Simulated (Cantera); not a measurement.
# Thermodynamics of silicon epitaxy and polysilicon growth, feed SiH2Cl2 + HCl + H2 + Cl2

A closed system holds: 1 mol SiH2Cl2, 1.5 mol HCl, 160 mol H2, 0.2 mol Cl2, held at 13.3 mbar.

Equilibrium computed with Cantera from the NASA thermochemical tables; the gas is ideal and each condensed phase is pure. Candidate condensed phases: Si; 19 gas species. The tables' values for SiCl3, SiCl are old estimates; treat these amounts as uncertain. Gases not in the tables: Si2H6 and higher silanes. Kinetics and transport are ignored.

From 950 K to 1625 K the condensed part is Si(s). At 1700 K the condensed part is Si(l). The main Si-bearing gas is SiCl4 at 950 K and SiCl2 at 1700 K. The share of Si in condensed phases is highest at 1250 K (79.5 %) and lowest at 950 K (32.2 %).

```tsv
T (K)	x H2	x HCl	x SiCl4	x SiCl2	x SiHCl3	x H	x SiCl3	x SiH2Cl2	n Si(s)	n Si(l)
950	0.987	0.00906	0.00258	0.000127	0.00129	4.79e-9	9.92e-5	6.52e-5	0.322	0
1025	0.982	0.0148	0.00135	0.000397	0.000771	3.74e-8	0.000160	4.88e-5	0.554	0
1100	0.979	0.0192	0.000410	0.000769	0.000308	2.22e-7	0.000151	2.77e-5	0.728	0
1175	0.978	0.0209	8.10e-5	0.00102	8.93e-5	1.05e-6	9.19e-5	1.26e-5	0.788	0
1250	0.978	0.0212	1.54e-5	0.00116	2.53e-5	4.14e-6	5.00e-5	5.65e-6	0.795	0
1325	0.978	0.0212	3.37e-6	0.00126	7.95e-6	1.40e-5	2.79e-5	2.69e-6	0.787	0
1400	0.978	0.0211	8.53e-7	0.00134	2.80e-6	4.16e-5	1.64e-5	1.38e-6	0.777	0
1475	0.978	0.0210	2.48e-7	0.00141	1.10e-6	0.000111	1.02e-5	7.59e-7	0.766	0
1550	0.977	0.0208	8.13e-8	0.00148	4.69e-7	0.000270	6.57e-6	4.41e-7	0.755	0
1625	0.977	0.0207	2.95e-8	0.00154	2.17e-7	0.000604	4.42e-6	2.70e-7	0.743	0
1700	0.976	0.0206	1.16e-8	0.00156	1.06e-7	0.00126	3.03e-6	1.69e-7	0	0.728
```
x: gas mole fraction; n: condensed amount in mol.
